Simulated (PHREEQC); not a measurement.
Dissolve 2.5 mmol/kgw NaHS and 0.92 mmol/kgw NaHCO3 at 25 °C. Closed to the air; pH follows from the charge balance.

Model: ion-association model, wateq4f.dat, run in PHREEQC.

Precipitation was switched off in this run.

Estimate the pH.

pH 8.77.

In which forms is C present?

HCO3- 96 %, CO3-2 3.2 % of the C.

Complexes and solids missing from the database can't appear. The polysulfide entries of wateq4f.dat were taken out for this run.
